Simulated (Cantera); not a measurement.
## Equilibrium for iron carbonyl, mercury and lead vapours: PbO + N2

Feed: 1 mol PbO, 0.83 mol N2, equilibrated at 1.33 mbar.

These are equilibrium values from Cantera (NASA tables, ideal gas, pure condensed phases), not measurements of a reactor. Candidate condensed phases: Pb, PbO, PbO2, Pb3O4; 12 gas species. Gases not in the tables: (PbO)n polymers. Kinetics and transport are ignored.

From 898 K to 1148 K the condensed part is PbO(yellow). From 1198 K to 1298 K the condensed part is PbO(l). From 1348 K to 1548 K nothing is condensed.

```tsv
T (K)	log p N2	log p PbO	log p Pb	log p O2	log p NO	log p O	n PbO(yellow)	n PbO(l)
898	-2.88	-8.16	-8.84	-9.15	-10.67	<-14	1.000	0
948	-2.88	-7.31	-8.01	-8.32	-9.97	-14.69	1.000	0
998	-2.88	-6.55	-7.27	-7.58	-9.35	-13.62	1.000	0
1048	-2.88	-5.86	-6.60	-6.91	-8.79	-12.65	0.999	0
1098	-2.88	-5.23	-6.00	-6.30	-8.28	-11.77	0.996	0
1148	-2.88	-4.66	-5.44	-5.75	-7.81	-10.97	0.984	0
1198	-2.90	-4.18	-4.96	-5.27	-7.41	-10.25	0	0.949
1248	-2.95	-3.75	-4.53	-4.83	-7.06	-9.59	0	0.847
1298	-3.10	-3.36	-4.13	-4.44	-6.79	-8.99	0	0.463
1348	-3.24	-3.24	-3.93	-4.23	-6.61	-8.50	0	0
1398	-3.24	-3.27	-3.83	-4.13	-6.44	-8.10	0	0
1448	-3.25	-3.30	-3.74	-4.05	-6.28	-7.73	0	0
1498	-3.26	-3.34	-3.67	-3.97	-6.14	-7.39	0	0
1548	-3.26	-3.39	-3.60	-3.91	-6.01	-7.07	0	0
```
log p: log10 of the partial pressure in bar; n: condensed amount in mol.
